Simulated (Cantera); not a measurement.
An isothermal, constant-pressure homogeneous reactor starts with 36.4 % H₂, 22.7 % O₂, 40.9 % N₂, at 950 K and 0.237 atm.

Cantera simulation using the H2/O2 subset of GRI-Mech 3.0, which has no nitrogen chemistry; the numbers are that mechanism's predictions, not measurements. The temperature is held fixed by assumption; the heat of reaction is taken as removed at once.

x: mole fraction; the columns are a selection and need not sum to one.

| t (s) | x H₂ | x O₂ | x HO₂ | x OH | x O | x H | x H₂O₂ |
|---|---|---|---|---|---|---|---|
| 0.000500 | 0.364 | 0.227 | [?] | 1.34e-6 | 4.04e-6 | 3.58e-5 | 3.55e-8 |
| 0.00230 | 0.0257 | 0.0676 | [?] | 6.59e-5 | 6.25e-5 | 0.000164 | 4.83e-6 |
| 0.0106 | 0.0208 | 0.0653 | [?] | 3.22e-7 | 3.51e-7 | 7.44e-7 | 3.92e-5 |
| 0.0486 | 0.0195 | 0.0647 | [?] | 6.78e-7 | 6.69e-7 | 1.41e-6 | 8.42e-5 |
| 0.224 | 0.0125 | 0.0614 | [?] | 7.76e-7 | 6.42e-7 | 1.07e-6 | 8.60e-5 |
| 1.03 | 0.00241 | 0.0567 | [?] | 5.44e-7 | 2.11e-7 | 1.69e-7 | 2.35e-5 |
| 4.73 | 0.000142 | 0.0556 | [?] | 1.14e-7 | 5.00e-9 | 2.36e-9 | 4.14e-7 |
| 21.7 | 1.32e-5 | 0.0556 | [?] | 2.57e-8 | 1.26e-10 | 5.59e-11 | 7.67e-9 |
| 100 | 2.99e-7 | 0.0556 | [?] | 1.51e-8 | 2.48e-12 | <1e-12 | 6.61e-11 |

Complete the blanks.


- 0.000500, x HO₂: 1.42e-5
- 0.00230, x HO₂: 5.62e-5
- 0.0106, x HO₂: 3.26e-5
- 0.0486, x HO₂: 3.62e-5
- 0.224, x HO₂: 3.22e-5
- 1.03, x HO₂: 1.49e-5
- 4.73, x HO₂: 1.85e-6
- 21.7, x HO₂: 2.30e-7
- 100, x HO₂: 8.63e-9
